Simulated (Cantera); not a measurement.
Charge: 1 mol CHF₃, 8.7 mol H₂, equilibrated at 40.0 mbar.

Equilibrium computed with Cantera from the NASA thermochemical tables; the gas is ideal and each condensed phase is pure. Candidate condensed phases: C, C₆H₆, C₇H₈, C₈H₁₈; 95 gas species. Kinetics and transport are ignored.

x: gas mole fraction; n: condensed amount in mol.

| T (K) | x H | x H₂ | x HF | x F | x C₂H₂ (acetylene) | x C | x C₃ | n C(graphite) |
|---|---|---|---|---|---|---|---|---|
| 875 | 2.11e-10 | 0.708 | 0.283 | <1e-12 | 1.68e-11 | <1e-12 | <1e-12 | … |
| 1075 | 6.22e-8 | 0.718 | 0.281 | <1e-12 | 5.41e-9 | <1e-12 | <1e-12 | 0.990 |
| 1275 | 3.13e-6 | 0.719 | 0.280 | 4.96e-12 | 2.76e-7 | <1e-12 | <1e-12 | 0.998 |
| 1475 | 5.50e-5 | 0.719 | 0.280 | 4.90e-10 | 4.80e-6 | <1e-12 | <1e-12 | 0.999 |
| 1675 | 0.000492 | 0.719 | 0.280 | 1.63e-8 | 4.18e-5 | <1e-12 | <1e-12 | 0.999 |
| 1875 | 0.00278 | 0.717 | 0.280 | 2.59e-7 | 0.000227 | 4.30e-11 | 2.58e-11 | 0.995 |
| 2075 | 0.0112 | 0.709 | 0.279 | 2.43e-6 | 0.000880 | 3.61e-9 | 4.10e-9 | 0.981 |
| 2275 | 0.0352 | 0.687 | 0.275 | 1.55e-5 | 0.00262 | 1.39e-7 | 2.62e-7 | 0.943 |
| 2475 | 0.0897 | 0.636 | 0.268 | 7.39e-5 | 0.00619 | 2.94e-6 | 8.39e-6 | … |
| 2675 | 0.190 | 0.544 | 0.253 | 0.000284 | 0.0117 | 3.94e-5 | 0.000157 | … |
| 2875 | 0.338 | 0.408 | 0.231 | 0.000934 | 0.0174 | 0.000366 | 0.00194 | … |
| 3075 | 0.504 | 0.260 | 0.202 | 0.00277 | 0.0129 | 0.00204 | 0.00879 | 0 |
| 3275 | 0.647 | 0.143 | 0.174 | 0.00771 | 0.00379 | 0.00631 | 0.0106 | 0 |
| 3475 | 0.734 | 0.0692 | 0.145 | 0.0201 | 0.000801 | 0.0149 | 0.00816 | 0 |

### Question
Complete the blanks.

### Answer

- 875, n C(graphite): 0.907
- 2475, n C(graphite): 0.858
- 2675, n C(graphite): 0.701
- 2875, n C(graphite): 0.391
